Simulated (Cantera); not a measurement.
A perfectly stirred reactor is fed with 6.56 % CH4, 18.0 % O2, 67.6 % N2, 7.87 % H2O, at 200000 Pa; it is adiabatic with a 775 K inlet, and is followed from long to short residence time, starting on the burning branch (τ in s: 0.068, 0.037, 0.02, 0.011, 0.0061, 0.0033, 0.0018, 0.001, 0.00054, 0.0003, 0.00016, 8.9e-05).

Detailed kinetics in Cantera: GRI-Mech 3.0 (53 species, 325 reactions).

One state of this run: T (K) = 2106; x CH4 = 1.40e-5; x O2 = 0.0484; x H2O = 0.207; x H2 = 0.000774; x CH2O = 2.08e-6. x: mole fraction; the columns are a selection and need not sum to one.

**Question.** Which value of τ (s) does it belong to?
A) 0.011
B) 0.0018
C) 0.0061
D) 0.020

**Answer.** A, 0.011
